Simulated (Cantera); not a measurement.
A closed system holds: 1 mol ZrO2, 770 mol H2, equilibrated at 1552 °C and 0.00540 bar.

Equilibrium computed with Cantera from the NASA thermochemical tables; the gas is ideal and each condensed phase is pure. Candidate condensed phases: H2O, Zr, ZrO2; 12 gas species. The numbers say what is thermodynamically allowed, not how fast it happens.

Base state: H2 0.994, H 0.00598 (mole fractions); condensed: ZrO2(tetragonal).

**Question.** What changes in the equilibrium state with this change: temperature from 1552 °C to 1652 °C?

**Answer.** 
```
species                 before   after
---------------------  -------  ------
H2                       0.994   0.987
H                      0.00598  0.0129
ZrO2(tetragonal), mol    1.000   0.999
```
